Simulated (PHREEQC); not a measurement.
# Hard or scaling water

Dissolve 14 mmol/kgw MgCl2, 1.8 mmol/kgw CO2 and 69 mmol/kgw MgSO4 at 45 °C. Closed to the air; pH follows from the charge balance.

All values are PHREEQC results (ion-association model, phreeqc.dat), not measurements.

Each row changes one thing in this solution. No solid was allowed to form.

```json
[
 {"case": "as made", "pH": "4.65", "ionic strength (mol/kgw)": "0.146", "Mg+2 (mol/kgw)": "0.0400", "MgOH+ (mol/kgw)": "1.63e-8"},
 {"case": "diluted 5-fold with water", "pH": "4.95", "ionic strength (mol/kgw)": "0.0370", "Mg+2 (mol/kgw)": "0.00995", "MgOH+ (mol/kgw)": "1.06e-8"},
 {"case": "diluted 100-fold with water", "pH": "5.57", "ionic strength (mol/kgw)": "0.00278", "Mg+2 (mol/kgw)": "0.000728", "MgOH+ (mol/kgw)": "4.46e-9"},
 {"case": "CO2 from 0.0018 to 0.0036 mol/kgw", "pH": "4.50", "ionic strength (mol/kgw)": "0.146", "Mg+2 (mol/kgw)": "0.0400", "MgOH+ (mol/kgw)": "1.15e-8"},
 {"case": "CO2 left out", "pH": "6.42", "ionic strength (mol/kgw)": "0.146", "Mg+2 (mol/kgw)": "0.0400", "MgOH+ (mol/kgw)": "9.61e-7"},
 {"case": "CO2 replaced by NH4HCO3 at the same molality", "pH": "7.34", "ionic strength (mol/kgw)": "0.148", "Mg+2 (mol/kgw)": "0.0399", "MgOH+ (mol/kgw)": "7.97e-6"},
 {"case": "temperature from 45 to 65 °C", "pH": "4.70", "ionic strength (mol/kgw)": "0.127", "Mg+2 (mol/kgw)": "0.0352", "MgOH+ (mol/kgw)": "7.11e-8"},
 {"case": "MgSO4 left out", "pH": "4.49", "ionic strength (mol/kgw)": "0.0420", "Mg+2 (mol/kgw)": "0.0140", "MgOH+ (mol/kgw)": "5.05e-9"},
 {"case": "temperature from 45 to 75 °C", "pH": "4.74", "ionic strength (mol/kgw)": "0.119", "Mg+2 (mol/kgw)": "0.0333", "MgOH+ (mol/kgw)": "1.44e-7"}
]
```

Constants without temperature data keep their 25 °C values here.
